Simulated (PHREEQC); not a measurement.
Solution A (0.0014 mol HCl, 6.3e-05 mol ZnSO4 and 4e-05 mol Na2SO4 per kg of water) is mixed with solution B (0.0027 mol/kgw CaCl2 and 0.00021 mol/kgw CO2) at 20 °C; shares are by mass of water, 1 kg in all. Oxygen is held at 0.21 atm. The system is closed to CO2. Solids allowed: Calcite, Gypsum, Portlandite, Zn(OH)2-e, Smithsonite, Zn4(OH)6SO4, Zn5(OH)8Cl2, Halite, Mirabilite, Goslarite, Nahcolite, Natron. Others were left out.

Computed with PHREEQC (ion-association model, wateq4f.dat).

```tsv
share of solution B	pH	CO2 (mol/kgw)	SO4-2 (mol/kgw)	HSO4- (mol/kgw)	CaSO4 (mol/kgw)
0	2.88	0	9.27e-5	9.40e-6	0
0.1	2.92	2.10e-5	(withheld)	7.29e-6	2.74e-6
0.2	2.98	4.20e-5	7.17e-5	5.55e-6	4.57e-6
0.3	3.04	6.30e-5	6.19e-5	4.11e-6	5.68e-6
0.4	(withheld)	8.40e-5	5.24e-5	2.93e-6	6.18e-6
0.5	3.19	0.000105	4.32e-5	1.98e-6	6.15e-6
0.6	3.28	0.000126	3.42e-5	1.23e-6	5.66e-6
0.7	3.41	0.000147	2.54e-5	6.78e-7	4.76e-6
0.8	(withheld)	(withheld)	1.68e-5	2.95e-7	3.50e-6
0.9	3.89	0.000188	8.32e-6	7.25e-8	1.90e-6
1	5.03	0.000200	0	0	0
```

### Question
Complete the blanks.

### Answer

- 0.1, SO4-2 (mol/kgw): 8.19e-5
- 0.4, pH: 3.10
- 0.8, pH: 3.59
- 0.8, CO2 (mol/kgw): 0.000168

Species that the database lacks are ignored.
